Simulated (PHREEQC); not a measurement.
Ca(OH)2 is added in steps, without added water, to 1 kg of water holding 0.0024 mol/kgw CuSO4, 0.02 mol/kgw ZnCl2, 0.055 mol/kgw NaH2PO4 and 0.19 mol/kgw NaCl, at 20 °C. Oxygen is held at 0.21 atm. CO2 from the air is kept out. Solids allowed: Gypsum, Portlandite, Hydroxyapatite, Cu(OH)2, Brochantite, Antlerite, Atacamite, Cu3(PO4)2:3H2O, Zn(OH)2-e, Zn4(OH)6SO4, Zn5(OH)8Cl2, Zn3(PO4)2:4w, Halite, Mirabilite, Chalcanthite, Goslarite. Others were left out.

Base run: PHREEQC, ion-association model, wateq4f.dat. Each further column changes one thing. The table gives pH.

```json
[
 {"Ca(OH)2 added (mol)": "0", "base": "4.18", "NaH2PO4 left out": "4.93", "CuSO4 from 0.0024 to 0.0048 mol/kgw": "3.96", "no solid may form": "4.40"},
 {"Ca(OH)2 added (mol)": "0.01375", "base": "5.02", "NaH2PO4 left out": "6.82", "CuSO4 from 0.0024 to 0.0048 mol/kgw": "4.82", "no solid may form": "6.61"},
 {"Ca(OH)2 added (mol)": "0.03025", "base": "5.35", "NaH2PO4 left out": "12.13", "CuSO4 from 0.0024 to 0.0048 mol/kgw": "5.29", "no solid may form": "7.79"},
 {"Ca(OH)2 added (mol)": "0.044", "base": "5.74", "NaH2PO4 left out": "12.54", "CuSO4 from 0.0024 to 0.0048 mol/kgw": "5.60", "no solid may form": "8.57"},
 {"Ca(OH)2 added (mol)": "0.05775", "base": "7.01", "NaH2PO4 left out": "12.59", "CuSO4 from 0.0024 to 0.0048 mol/kgw": "6.53", "no solid may form": "8.99"},
 {"Ca(OH)2 added (mol)": "0.07425", "base": "9.01", "NaH2PO4 left out": "12.59", "CuSO4 from 0.0024 to 0.0048 mol/kgw": "8.93", "no solid may form": "9.85"},
 {"Ca(OH)2 added (mol)": "0.088", "base": "11.69", "NaH2PO4 left out": "12.59", "CuSO4 from 0.0024 to 0.0048 mol/kgw": "10.88", "no solid may form": "11.63"}
]
```

H3PO4, which wateq4f.dat lacks, is added to it with the constant of phreeqc.dat. The database has no phosphate complexes of Cu, Zn. The database's constant for dissolved Cu(OH)2 is higher than later reviews accept. In at least one series the solution becomes supersaturated in solids that the run did not let form, among them Hydroxyapatite, Cu(OH)2, Brochantite, Antlerite, Atacamite. Solids allowed in the column 'NaH2PO4 left out': Gypsum, Portlandite, Cu(OH)2, Brochantite, Antlerite, Atacamite, Zn(OH)2-e, Zn4(OH)6SO4, Zn5(OH)8Cl2, Halite, Mirabilite, Chalcanthite, Goslarite.
